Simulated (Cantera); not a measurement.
Equilibrium for calcination and drying: Ca(OH)2 + C + H2

Feed: 1 mol Ca(OH)2, 0.012 mol C, 3.1 mol H2, equilibrated at 3.10 bar.

Method: chemical equilibrium by Gibbs-energy minimisation in Cantera with the NASA 1993 tables (ideal gas, pure condensed phases). Candidate condensed phases: C, C6H6, C7H8, C8H18, Ca, CaCO3, CaO, Ca(OH)2, H2O; 115 gas species. Rates play no part.

| T (K) | log p H2 | log p H2O | log p CH4 | log p CO | log p CO2 | log p H | n CaO(s) | n Ca(OH)2(s) |
|---|---|---|---|---|---|---|---|---|
| 750 | 0.43 | -0.39 | -1.98 | -6.12 | -6.15 | <-11 | 0.470 | 0.530 |
| 900 | 0.37 | -0.12 | -2.10 | -3.20 | -3.33 | -9.75 | 1.00 | 0 |
| 1050 | 0.37 | -0.13 | -2.98 | -2.23 | -2.66 | -7.91 | 1.00 | 0 |
| 1200 | 0.37 | -0.13 | -4.28 | -2.14 | -2.77 | -6.52 | 1.00 | 0 |
| 1350 | 0.37 | -0.13 | -5.35 | -2.11 | -2.90 | -5.44 | 1.00 | 0 |
| 1500 | 0.37 | -0.13 | -6.21 | -2.09 | -3.01 | -4.57 | 1.000 | 0 |
| 1650 | 0.37 | -0.13 | -6.91 | -2.08 | -3.09 | -3.86 | 1.000 | 0 |
| 1800 | 0.37 | -0.13 | -7.50 | -2.08 | -3.16 | -3.26 | 1.000 | 0 |
| 1950 | 0.37 | -0.13 | -7.99 | -2.07 | -3.22 | -2.76 | 1.000 | 0 |
log p: log10 of the partial pressure in bar; n: condensed amount in mol.

At 750 K the condensed part is CaO(s) + Ca(OH)2(s). From 900 K to 1950 K the condensed part is CaO(s).
